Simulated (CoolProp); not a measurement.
Vapour-liquid equilibrium of propylene (1) + R22 (2) at 861 kPa; x and y are mole fractions of (1).

Model: multi-fluid Helmholtz-energy mixture model, Lemmon 2013 and Kamei 1995; pair parameters Bell 2016, in CoolProp.

| x | bubble temperature, mixture model (°C) | bubble temperature, Raoult's law (°C) | y, mixture model | y, Raoult's law |
|---|---|---|---|---|
| 0.05 | 17.2 | 17.8 | 0.068 | 0.056 |
| 0.15 | 15.8 | 17.4 | 0.189 | 0.166 |
| 0.25 | 14.7 | 17.0 | 0.295 | 0.273 |
| 0.35 | 13.9 | 16.5 | 0.392 | 0.377 |
| 0.45 | 13.3 | 16.1 | 0.482 | 0.480 |
| 0.55 | 12.9 | 15.6 | 0.569 | 0.580 |
| 0.65 | 12.7 | 15.2 | 0.656 | 0.677 |
| 0.75 | 12.7 | 14.8 | 0.746 | 0.772 |
| 0.85 | 12.9 | 14.3 | 0.840 | 0.865 |
| 0.95 | 13.3 | 13.9 | 0.944 | 0.956 |

The largest gap from Raoult's law is -2.8 K in bubble temperature, at x = 0.45. y crosses x between x = 0.65 and 0.75: the model has an azeotrope there.

Pair parameters are fitted to limited data, so mixtures are less certain than the pure fluids.
